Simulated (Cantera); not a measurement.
Input (Python, Cantera):

```python
import numpy as np
import cantera as ct

gas = ct.Solution("gri30.yaml")
gas.TPX = 1450, 101325, {'CH4': 1, 'H2': 13}
reactor = ct.IdealGasConstPressureReactor(gas, energy="off", clone=False)
net = ct.ReactorNet([reactor])
net.rtol, net.atol = 1e-08, 1e-18
show = ['CH4', 'H2', 'C2H', 'H', 'C2H4']
times = np.geomspace(0.0001, 300, 15)

steps = ct.SolutionArray(gas, extra=["t"])
rows = []
print(f"{'t/s':>10s}{'T/K':>9s}{'P/Pa':>11s}" + "".join(f"{s:>11s}" for s in show))
for t in times:
    while net.time < t:
        t_next = net.step()
        steps.append(gas.state, t=t_next)
    rows.append([np.interp(t, steps.t, y) for y in (steps.T, steps.P, *steps(*show).X.T)])
    print(f"{t:10.3e}{rows[-1][0]:9.1f}{rows[-1][1]:11.4g}" + "".join(f"{x:11.3e}" for x in rows[-1][2:]))
rate = np.gradient(steps.T, steps.t)
print("integrator steps:", len(steps.t))
if steps.T.max() > steps.T[0] + 200:
    print(f"time of steepest temperature rise: {steps.t[rate.argmax()]:.4e} s")
gas.TPX = 1450, 101325, {'CH4': 1, 'H2': 13}
gas.equilibrate("TP")
print(f"equilibrium (TP): T = {gas.T:.1f} K  " + "  ".join(f"{s} {gas[s].X[0]:.3e}" for s in show))
```

Result:

```
       t/s      T/K       P/Pa        CH4         H2        C2H          H       C2H4
 1.000e-04   1450.0  1.013e+05  7.143e-02  9.286e-01  4.153e-23  9.586e-07  1.564e-10
 2.902e-04   1450.0  1.013e+05  7.142e-02  9.286e-01  1.283e-20  2.675e-06  4.052e-09
 8.420e-04   1450.0  1.013e+05  7.142e-02  9.286e-01  3.968e-18  6.019e-06  1.137e-07
 2.443e-03   1450.0  1.013e+05  7.140e-02  9.286e-01  4.210e-16  7.897e-06  2.010e-06
 7.089e-03   1450.0  1.013e+05  7.138e-02  9.286e-01  1.102e-14  8.191e-06  1.263e-05
 2.057e-02   1450.0  1.013e+05  7.130e-02  9.286e-01  1.219e-13  8.224e-06  3.998e-05
 5.969e-02   1450.0  1.013e+05  7.108e-02  9.287e-01  7.836e-13  8.264e-06  8.823e-05
 1.732e-01   1450.0  1.013e+05  7.049e-02  9.291e-01  3.151e-12  8.338e-06  1.746e-04
 5.026e-01   1450.0  1.013e+05  6.904e-02  9.298e-01  9.244e-12  8.515e-06  3.751e-04
 1.458e+00   1450.0  1.013e+05  6.647e-02  9.312e-01  2.065e-11  8.847e-06  7.305e-04
 4.232e+00   1450.0  1.013e+05  6.459e-02  9.322e-01  2.957e-11  9.107e-06  9.916e-04
 1.228e+01   1450.0  1.013e+05  6.440e-02  9.323e-01  3.049e-11  9.134e-06  1.018e-03
 3.563e+01   1450.0  1.013e+05  6.440e-02  9.323e-01  3.049e-11  9.134e-06  1.018e-03
 1.034e+02   1450.0  1.013e+05  6.440e-02  9.323e-01  3.049e-11  9.134e-06  1.018e-03
 3.000e+02   1450.0  1.013e+05  6.440e-02  9.323e-01  3.049e-11  9.134e-06  1.018e-03
integrator steps: 569
equilibrium (TP): T = 1450.0 K  CH4 6.440e-02  H2 9.323e-01  C2H 3.049e-11  H 9.134e-06  C2H4 1.018e-03
```

Detailed kinetics in Cantera: GRI-Mech 3.0 (53 species, 325 reactions). GRI-Mech 3.0 stops at C3 and has no aromatics, soot or wall deposition, so with more carbon than oxygen in the feed, carbon stays in small species such as C2H2 where larger ones or solid carbon would form.
